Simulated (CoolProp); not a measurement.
Computed with CoolProp (reference Helmholtz-energy equation of state, Akasaka 2019).

Question: Give the vapour pressure (MPa), enthalpy of vaporisation (kJ/kg), vapour Z, surface tension (mN/m) of saturated R1234ze(Z) at 337.7, 350.4, 369.4 K.

Answer: 
```json
[
 {"T (K)": "337.7", "p (MPa)": "0.584", "enthalpy of vaporisation (kJ/kg)": "178", "vapour Z": "0.839", "surface tension (mN/m)": "8.05"},
 {"T (K)": "350.4", "p (MPa)": "0.804", "enthalpy of vaporisation (kJ/kg)": "168", "vapour Z": "0.801", "surface tension (mN/m)": "6.61"},
 {"T (K)": "369.4", "p (MPa)": "1.24", "enthalpy of vaporisation (kJ/kg)": "149", "vapour Z": "0.731", "surface tension (mN/m)": "4.57"}
]
```

Surface tension comes from a separate correlation (Kondou 2015).
